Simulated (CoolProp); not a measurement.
Vapour-liquid equilibrium of propylene (1) + cyclohexane (2) at 317.2 K; x and y are mole fractions of (1).

Computed with CoolProp (multi-fluid Helmholtz-energy mixture model, Lemmon 2013 and Zhou 2014; pair parameters Bell 2016).

| x | bubble pressure, mixture model (MPa) | bubble pressure, Raoult's law (MPa) | y, mixture model | y, Raoult's law |
|---|---|---|---|---|
| 0.05 | 0.1276 | 0.1177 | 0.776 | 0.767 |
| 0.15 | ? | 0.2953 | ? | 0.917 |
| 0.25 | ? | 0.4729 | 0.946 | 0.954 |
| 0.35 | 0.6620 | 0.6505 | ? | 0.971 |
| 0.45 | 0.8255 | 0.8280 | 0.971 | 0.981 |
| 0.55 | ? | 1.006 | ? | 0.987 |
| 0.65 | 1.146 | 1.183 | ? | 0.991 |
| 0.75 | ? | 1.361 | 0.988 | 0.995 |
| 0.85 | 1.487 | 1.538 | 0.992 | 0.997 |
| 0.95 | 1.687 | 1.716 | 0.997 | 0.999 |

Fill in the missing entries.


- 0.15, bubble pressure, mixture model (MPa): 0.3155
- 0.15, y, mixture model: 0.912
- 0.25, bubble pressure, mixture model (MPa): 0.4928
- 0.35, y, mixture model: 0.962
- 0.55, bubble pressure, mixture model (MPa): 0.9859
- 0.55, y, mixture model: 0.978
- 0.65, y, mixture model: 0.983
- 0.75, bubble pressure, mixture model (MPa): 1.311

The largest gap from Raoult's law is +8.4 % in bubble pressure, at x = 0.05. No azeotrope shows between x = 0.05 and 0.95.

Pair parameters are fitted to limited data, so mixtures are less certain than the pure fluids. The gap from Raoult's law changes sign with composition, which may be real or a fault of the pair parameters; it wasn't checked against measurements.
